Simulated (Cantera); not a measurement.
Charge: 1 mol Fe2O3, a varied amount of O2, 4.5 mol H2O, 0.72 mol H2S, held at 1177 °C and 11.0 mbar.

Method: chemical equilibrium by Gibbs-energy minimisation in Cantera with the NASA 1993 tables (ideal gas, pure condensed phases). Candidate condensed phases: Fe, FeO, Fe(OH)2, Fe(OH)3, FeS, FeSO4, FeS2, Fe2O3, Fe2(SO4)3, Fe3O4, H2O, H2SO4, S; 22 gas species. Mutual solubility and eutectic melting of coexisting phases are not modelled. The tables' stoichiometric FeO is somewhat more stable than real wüstite, so its field is too wide. FeO: taken at fixed stoichiometry. The numbers say what is thermodynamically allowed, not how fast it happens.

log p: log10 of the partial pressure in bar; n: condensed amount in mol.

```tsv
n(O2) (mol)	log p H2O	log p O2	log p SO2	log p H2	log p SO	log p OH	log p SO3	n FeO(s)	n Fe3O4(s)	n Fe2O3(s)
0.66	-2.02	-8.71	-2.88	-3.69	-5.34	-6.82	-8.55	1.18	0.274	0
1.1	-2.03	-3.48	-2.89	-6.31	-7.97	-5.52	-5.94	0	0.667	0
1.5	-2.06	-3.01	-2.92	-6.58	-8.23	-5.41	-5.73	0	0.667	0
2	-2.08	-2.83	-2.94	-6.68	-8.34	-5.38	-5.67	0	0	1.000
2.4	-2.10	(withheld)	-2.96	(withheld)	(withheld)	-5.36	-5.63	0	0	1.000
2.8	-2.13	(withheld)	-2.99	(withheld)	(withheld)	-5.35	-5.60	0	0	1.000
3.3	-2.15	-2.52	-3.01	-6.91	-8.57	-5.34	-5.59	0	0	1.000
3.7	-2.17	-2.47	-3.03	-6.96	-8.62	-5.34	-5.58	0	0	1.000
```

**Question.** Some entries are withheld; supply them.

**Answer.** 
- 2.4, log p O2: -2.70
- 2.4, log p H2: -6.78
- 2.4, log p SO: -8.43
- 2.8, log p O2: -2.61
- 2.8, log p H2: -6.84
- 2.8, log p SO: -8.50
